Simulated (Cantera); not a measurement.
A freely propagating, adiabatic, planar premixed flame of CH₄ : O₂ : N₂ : H₂O = 1 : 2.56 : 9.64 : 0.35 (molar parts), unburnt at 700 K and 550000 Pa; mixture-averaged transport, grid criteria slope 0.08 and curve 0.16, no radiation.

Cantera simulation using GRI-Mech 3.0 (53 species, 325 reactions); the numbers are that mechanism's predictions, not measurements. Burning velocities carry a grid error of a few per cent, more on coarse grids.

### Question
What does this change do: O2 2.56 to 2 parts?

### Answer
```csv
quantity,before,after
laminar burning velocity,69.0 cm/s,53.5 cm/s
thermal thickness,0.106 mm,0.135 mm
peak x(H),0.00132,0.00202
peak x(C₂H₄),0.000504,0.000715
```

### Question
What does this change do: inlet temperature 700 to 525 K?

### Answer
```tsv
quantity	before	after
laminar burning velocity	69.0 cm/s	32.6 cm/s
thermal thickness	0.106 mm	0.143 mm
peak x(H)	0.00132	0.000769
peak x(C₂H₄)	0.000504	0.000447
```
